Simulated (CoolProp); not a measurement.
Cyclopropane along the isobar 6.81 MPa: density (kg/m³) from the reference equation and from simpler models built on Tc = 125.5 °C, pc = 5.605 MPa, ω = 0.131; each cubic takes its own stable root.

Values from CoolProp's reference Helmholtz-energy equation of state, Polt 1992. This equation is an older, rougher fit; its heat capacities, sound speeds and derivatives of the liquid may be far off and weren't checked against measurements.

| T (°C) | phase | reference |
|---|---|---|
| 114.95 | liquid | 449.6 |
| 127.15 | supercritical | 392.6 |
| 139.25 | supercritical | 244.5 |
| 151.35 | supercritical | 158.1 |
| 163.45 | supercritical | 132.2 |
| 175.65 | supercritical | 117.6 |
| 187.75 | supercritical | 107.7 |
| 199.85 | supercritical | 100.2 |

### Question
How far does each simpler model (Redlich-Kwong, Peng-Robinson) lie from the reference over these 8 states: mean and median of the absolute difference, and the worst?

### Answer
- Redlich-Kwong: mean 5.2 %, median 0.8 %, worst -17.1 % at 127.15 °C and 6.81 MPa
- Peng-Robinson: mean 3.7 %, median 2.4 %, worst -8.8 % at 127.15 °C and 6.81 MPa
